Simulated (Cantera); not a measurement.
Input: 1 mol Si2H6, 1.1 mol HCl, 35 mol H2, equilibrated at 1.33 mbar.

These are equilibrium values from Cantera (NASA tables, ideal gas, pure condensed phases), not measurements of a reactor. Candidate condensed phases: Si; 19 gas species. The feed counts by its element totals alone. The numbers say what is thermodynamically allowed, not how fast it happens.

Over these rows the condensed part is Si(s). Partial pressures as log10 of bar:

```
T (K)  1000/T (1/K)  log p SiCl4  log p H2  log p HCl
-----  ------------  -----------  --------  ---------
1148         0.8711        -7.36     -2.89      -4.48
1173         0.8525            ?     -2.89      -4.48
1198         0.8347        -7.90     -2.89      -4.48
1223         0.8177        -8.15     -2.89      -4.48
1248         0.8013        -8.39     -2.89      -4.48
1273         0.7855        -8.62     -2.89      -4.48
```

Question: Fit log p(SiCl4) = a + b·(1000/T) to the five rows, give the apparent enthalpy, and predict the row at 1173 K.

Answer: Means: 1000/T = 0.8221, log p = -8.084. Sxy = 0.064067, Sxx = 0.0043513, so b = 14.72 and a = -8.084 − (14.72)×0.8221 = -20.18.
Apparent enthalpy: −19.145 × (14.72) = -282 kJ/mol. With the condensed phases at unit activity, Si(s) + 4 HCl(g) = SiCl4(g) + 2 H2(g) links this pressure to the main gases: over the six rows their terms move log p by +0.00 in all, so the slope is close to that reaction's ΔH°. The five rows lie within 0.01 of the line.
Prediction at 1173 K: -20.18 + (14.72)×0.8525 = -7.63. The computed value is -7.63, 0.00 from the line.
